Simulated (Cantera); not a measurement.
Input: 1 mol B2H6, 0.06 mol O2, 62 mol H2, held at 0.133 bar.

These are equilibrium values from Cantera (NASA tables, ideal gas, pure condensed phases), not measurements of a reactor. Candidate condensed phases: B, B2O3, B3O3H3, H2O; 23 gas species. The feed counts by its element totals alone. The numbers say what is thermodynamically allowed, not how fast it happens. All values below are at 1373 K.

Base state: H2 0.999, HBO 0.00101, B3O3H3 0.000262, B2O2 1.12e-5 (mole fractions); condensed: B(s).

**Question.** What changes in the equilibrium state with this change: O2 from 0.06 to 4.8 mol?

**Answer.** 
| species | before | after |
|---|---|---|
| H2 | 0.999 | 0.896 |
| H2O | 1.97e-6 | 0.0981 |
| HBO2 | 8.69e-6 | 0.00604 |
| B3O3H3 | 0.000262 | <1e-9 |
| (HBO2)3 | <1e-9 | 7.37e-5 |
| B2O2 | 1.12e-5 | 1.96e-9 |
| HBO | 0.00101 | 1.27e-5 |
| B(s), mol | 1.88 | 0 |
| B2O3(l), mol | 0 | 0.795 |
Gases not in the tables: H3BO3.
